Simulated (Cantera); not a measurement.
Cantera run, input and output.

```python
import numpy as np
import cantera as ct

gas = ct.Solution("gri30.yaml")
gas.TPX = 1400, 2200000, {'CO': 1, 'H2': 0.29, 'O2': 0.787, 'N2': 2.96}
reactor = ct.IdealGasConstPressureReactor(gas, energy="on", clone=False)
net = ct.ReactorNet([reactor])
net.rtol, net.atol = 1e-08, 1e-16
show = ['CO', 'H2', 'O2', 'NO', 'H2O', 'OH']
times = np.geomspace(6e-06, 3, 16)

steps = ct.SolutionArray(gas, extra=["t"])
rows = []
print(f"{'t/s':>10s}{'T/K':>9s}{'P/Pa':>11s}" + "".join(f"{s:>11s}" for s in show))
for t in times:
    while net.time < t:
        t_next = net.step()
        steps.append(gas.state, t=t_next)
    rows.append([np.interp(t, steps.t, y) for y in (steps.T, steps.P, *steps(*show).X.T)])
    print(f"{t:10.3e}{rows[-1][0]:9.1f}{rows[-1][1]:11.4g}" + "".join(f"{x:11.3e}" for x in rows[-1][2:]))
rate = np.gradient(steps.T, steps.t)
print("integrator steps:", len(steps.t))
if steps.T.max() > steps.T[0] + 200:
    print(f"time of steepest temperature rise: {steps.t[rate.argmax()]:.4e} s")
gas.TPX = 1400, 2200000, {'CO': 1, 'H2': 0.29, 'O2': 0.787, 'N2': 2.96}
gas.equilibrate("HP")
print(f"equilibrium (HP): T = {gas.T:.1f} K  " + "  ".join(f"{s} {gas[s].X[0]:.3e}" for s in show))
```

It prints:

```
       t/s      T/K       P/Pa         CO         H2         O2         NO        H2O         OH
 6.000e-06   2689.7    2.2e+06  6.791e-02  2.939e-03  5.985e-02  1.992e-04  5.248e-02  1.251e-02
 1.439e-05   2906.0    2.2e+06  4.329e-02  1.882e-03  4.896e-02  1.229e-03  5.637e-02  1.066e-02
 3.452e-05   2911.5    2.2e+06  4.212e-02  1.843e-03  4.734e-02  3.587e-03  5.659e-02  1.045e-02
 8.278e-05   2905.0    2.2e+06  4.203e-02  1.846e-03  4.525e-02  7.983e-03  5.675e-02  1.019e-02
 1.986e-04   2896.7    2.2e+06  4.192e-02  1.851e-03  4.262e-02  1.351e-02  5.694e-02  9.866e-03
 4.762e-04   2892.2    2.2e+06  4.188e-02  1.854e-03  4.122e-02  1.646e-02  5.704e-02  9.690e-03
 1.142e-03   2891.8    2.2e+06  4.188e-02  1.854e-03  4.108e-02  1.676e-02  5.705e-02  9.673e-03
 2.739e-03   2891.8    2.2e+06  4.188e-02  1.854e-03  4.108e-02  1.676e-02  5.705e-02  9.673e-03
 6.571e-03   2891.8    2.2e+06  4.188e-02  1.854e-03  4.108e-02  1.676e-02  5.705e-02  9.673e-03
 1.576e-02   2891.8    2.2e+06  4.188e-02  1.854e-03  4.108e-02  1.676e-02  5.705e-02  9.673e-03
 3.780e-02   2891.8    2.2e+06  4.188e-02  1.854e-03  4.108e-02  1.676e-02  5.705e-02  9.673e-03
 9.066e-02   2891.8    2.2e+06  4.188e-02  1.854e-03  4.108e-02  1.676e-02  5.705e-02  9.673e-03
 2.174e-01   2891.8    2.2e+06  4.188e-02  1.854e-03  4.108e-02  1.676e-02  5.705e-02  9.673e-03
 5.215e-01   2891.8    2.2e+06  4.188e-02  1.854e-03  4.108e-02  1.676e-02  5.705e-02  9.673e-03
 1.251e+00   2891.8    2.2e+06  4.188e-02  1.854e-03  4.108e-02  1.676e-02  5.705e-02  9.673e-03
 3.000e+00   2891.8    2.2e+06  4.188e-02  1.854e-03  4.108e-02  1.676e-02  5.705e-02  9.673e-03
integrator steps: 1281
time of steepest temperature rise: 3.0799e-06 s
equilibrium (HP): T = 2891.8 K  CO 4.188e-02  H2 1.854e-03  O2 4.108e-02  NO 1.676e-02  H2O 5.705e-02  OH 9.673e-03
```

Computed with Cantera and GRI-Mech 3.0 (53 species, 325 reactions). The hydrogen kinetics of GRI-Mech 3.0 are dated; newer H2 mechanisms differ, most at raised pressure. The pressure lies above the range GRI-Mech 3.0 was tuned for (to about 10 atm).
